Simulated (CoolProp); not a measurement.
R124 along the isotherm -74.05 °C: Z from the reference equation and from simpler models built on Tc = 122.3 °C, pc = 3.624 MPa, ω = 0.288; each cubic takes its own stable root.

Model: reference Helmholtz-energy equation of state, de Vries 1995, in CoolProp.

| p (MPa) | phase | reference |
|---|---|---|
| 0.0287 | liquid | 0.001437 |
| 0.0432 | liquid | 0.002163 |
| 0.0652 | liquid | 0.003264 |
| 0.0984 | liquid | 0.004926 |
| 0.148 | liquid | 0.007409 |
| 0.224 | liquid | 0.01121 |
| 0.338 | liquid | 0.01692 |
| 0.51 | liquid | 0.02552 |
| 0.769 | liquid | 0.03847 |
| 1.16 | liquid | 0.05801 |
| 1.75 | liquid | 0.08746 |
| 2.64 | liquid | 0.1318 |
| 3.98 | liquid | 0.1985 |
| 6.01 | liquid | 0.2991 |
| 9.06 | liquid | 0.4497 |

Q: How far does each simpler model (van der Waals, Redlich-Kwong, Soave-Redlich-Kwong) lie from the reference over these 15 states: mean and median of the absolute difference, and the worst?

A: 
- van der Waals: mean 10926.3 %, median 67.1 %, worst +68703.1 % at -74.05 °C and 0.0287 MPa
- Redlich-Kwong: mean 12.5 %, median 12.6 %, worst +12.7 % at -74.05 °C and 0.0287 MPa
- Soave-Redlich-Kwong: mean 9.9 %, median 9.9 %, worst +9.9 % at -74.05 °C and 0.0287 MPa

At some of these states van der Waals gives the other phase, because its saturation line lies elsewhere.
